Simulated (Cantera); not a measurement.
A freely propagating, adiabatic, planar premixed flame of CH4 : O2 : N2 = 1 : 1.82 : 6.84 (molar parts), equivalence ratio 1.1, unburnt at 548 K and 0.138 atm; mixture-averaged transport, grid criteria slope 0.08 and curve 0.16, no radiation.

Computed with Cantera and GRI-Mech 3.0 (53 species, 325 reactions). Burning velocities carry a grid error of a few per cent, more on coarse grids.

### Question
How do the results move with these cheaper or finer settings: unity-Lewis-number transport; multicomponent transport; multicomponent+Soret transport; grid criteria slope 0.5, curve 1; grid criteria slope 0.25, curve 0.5; grid criteria slope 0.03, curve 0.06?

### Answer
```
setting                               laminar burning velocity  thermal thickness  peak x(H2)  peak x(CH2)  grid points
------------------------------------  ------------------------  -----------------  ----------  -----------  -----------
as above                                              156 cm/s            1.91 mm      0.0363      8.25e-5          150
unity-Lewis-number transport                         99.2 cm/s            2.37 mm      0.0338      6.32e-5          137
multicomponent transport                              155 cm/s            1.94 mm      0.0365      8.26e-5          150
multicomponent+Soret transport                        154 cm/s            1.92 mm      0.0350      8.13e-5          150
grid criteria slope 0.5, curve 1                      170 cm/s            2.18 mm      0.0367      7.89e-5           50
grid criteria slope 0.25, curve 0.5                   163 cm/s            1.99 mm      0.0367      8.21e-5           75
grid criteria slope 0.03, curve 0.06                  154 cm/s            1.89 mm      0.0361      8.26e-5          381
```
The base run took very roughly 21 core-seconds.
Unity Lewis numbers drop preferential diffusion, which matters most where H2 and H carry the flame; Soret adds thermal diffusion.
